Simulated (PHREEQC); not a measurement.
A made-up water analysis in mg/L, 25 °C, pH 2.98, pe 11.5: Na 2.56; K 0.000799; Ca 212; Mg 124; Cl 257; S(6) as SO4 769; Al 4.39.

Na is adjusted to close the charge balance.
Valence states are taken as typed.

The numbers come from PHREEQC with the ion-association model, wateq4f.dat.

* **ionic strength**: 0.0309 mol/kgw
* **total alkalinity**: -1.53 meq/kg

```csv
species,molality,activity,log γ
Cl-,0.00726,0.00612,-0.074
SO4-2,0.00509,0.00267,-0.280
Ca+2,0.00412,0.00220,-0.273
Mg+2,0.00382,0.00207,-0.266
MgSO4,0.00129,0.00130,0.003
H+,0.00120,0.00105,-0.059
CaSO4,0.00117,0.00117,0.003
Na+,0.000459,0.000391,-0.071
HSO4-,0.000321,0.000272,-0.071
```

Precipitation was switched off in this run. Complexes and solids missing from the database can't appear.
